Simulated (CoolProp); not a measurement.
Vapour pressure (bar) of R236EA: the reference equation beside estimates from Tc = 412.4 K, pc = 34.14 bar, ω = 0.368.

Values from CoolProp's reference Helmholtz-energy equation of state, Rui 2013.

| T (K) | reference | Redlich-Kwong | Peng-Robinson |
|---|---|---|---|
| 302.4 | 2.382 | 4.364 | 2.375 |
| 307.4 | 2.811 | 4.963 | 2.802 |
| 312.3 | 3.286 | 5.605 | 3.275 |
| 317.3 | 3.832 | 6.318 | 3.820 |
| 322.3 | 4.444 | 7.092 | 4.431 |
| 327.3 | 5.128 | 7.929 | 5.115 |
| 332.3 | 5.889 | 8.832 | 5.878 |
| 337.3 | 6.733 | 9.804 | 6.724 |
| 342.2 | 7.646 | 10.82 | 7.640 |
| 347.2 | 8.670 | 11.94 | 8.670 |
| 352.2 | 9.795 | 13.13 | 9.802 |
| 357.2 | 11.03 | 14.39 | 11.04 |
| 362.2 | 12.37 | 15.74 | 12.40 |
| 367.2 | 13.84 | 17.17 | 13.88 |
| 372.1 | 15.40 | 18.65 | 15.45 |

Absolute difference from the reference over all 15 rows, mean and median: Redlich-Kwong 48.1 and 45.6 %, Peng-Robinson 0.2 and 0.3 %.
